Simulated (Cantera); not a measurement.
Input: 1 mol SiH₂Cl₂, a varied amount of N₂, 6.4 mol NH₃, held at 1873 K and 530 Pa.

Cantera equilibrium calculation (NASA polynomials, part measured and part estimated; ideal gas, pure solids and liquids). Candidate condensed phases: NH₄Cl, Si, Si₃N₄; 28 gas species. The tables' values for SiCl, SiN, SiCl₃ are old estimates; treat these amounts as uncertain. Gases not in the tables: Si₂H₆ and higher silanes. The numbers say what is thermodynamically allowed, not how fast it happens.

x: gas mole fraction; n: condensed amount in mol.

```
n(N₂) (mol)   x N₂        x H₂       x HCl     x SiCl₂         x H     x Si     n Si(l)
-----------  -----  ----------  ----------  ----------  ----------  -------  ----------
7.3          0.473       0.447      0.0533      0.0178     0.00593  0.00166       0.550
10           0.530       0.399      0.0475      0.0158     0.00560  0.00166       0.544
14           0.594       0.343      0.0408      0.0136     0.00519  0.00166       0.536
19           0.654       0.292      0.0348      0.0116     0.00479  0.00166       0.526
26           0.713       0.242      0.0288     0.00959     0.00436  0.00166       0.512
36           0.768       0.194      0.0231     0.00769     0.00391  0.00166       0.492
50           0.818  (withheld)  (withheld)  (withheld)  (withheld)  0.00166       0.464
69           0.858  (withheld)  (withheld)  (withheld)  (withheld)  0.00166  (withheld)
95           0.891      0.0896      0.0106     0.00352     0.00265  0.00166       0.375
```

Task: Some entries are withheld; supply them.

Result: 
- 50, x H₂: 0.152
- 50, x HCl: 0.0181
- 50, x SiCl₂: 0.00601
- 50, x H: 0.00346
- 69, x H₂: 0.118
- 69, x HCl: 0.0139
- 69, x SiCl₂: 0.00463
- 69, x H: 0.00304
- 69, n Si(l): 0.426
